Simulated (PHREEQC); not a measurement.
**Ultrapure water in contact with air or piping: an equilibrium model**

A made-up water analysis in mg/kgw, 20 °C, pH 6.08, pe 9.7: Na 0.674; K 0.0312; Ca 0.215; Mg 0.0367; Cl 0.52; S(6) as SO4 0.488; Alkalinity as HCO3 1.23; F 0.000543; O(0) (dissolved oxygen) 0.00513; N(5) as NO3 0.00216; B 0.014.

Valence states are taken as typed.

Computed with PHREEQC (ion-association model, phreeqc.dat).

This is a speciation only: nothing precipitates in the calculation.

Q: What charge-balance error does the model give?

A: charge-balance error -1.3 %.

Q: In which forms is C present?

A: CO2 67 %, HCO3- 33 % of the C.

Complexes and solids missing from the database can't appear. Real BF4- forms and hydrolyses slowly; the run takes it at equilibrium.
